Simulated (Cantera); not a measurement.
Feed: 1 mol K₂CO₃, 0.83 mol H₂, 4.1 mol O₂, held at 100000 Pa.

Cantera equilibrium calculation (NASA polynomials, part measured and part estimated; ideal gas, pure solids and liquids). Candidate condensed phases: C, C₆H₆, C₇H₈, C₈H₁₈, H₂O, K, KOH, KO₂, K₂CO₃, K₂O, K₂O₂; 116 gas species. The numbers say what is thermodynamically allowed, not how fast it happens.

What share of the K ends up in condensed phases as a function of T (°C), at 827, 927, 1027, 1127, 1227, 1327, 1427, 1527?


```tsv
T (°C)	K condensed (%)	as
827	99.7	K₂CO₃(s)
927	98.7	K₂CO₃(l)
1027	96.0	K₂CO₃(l)
1127	89.2	K₂CO₃(l)
1227	75.8	K₂CO₃(l)
1327	54.5	K₂CO₃(l)
1427	32.1	K₂CO₃(l)
1527	17.4	K₂CO₃(l)
```
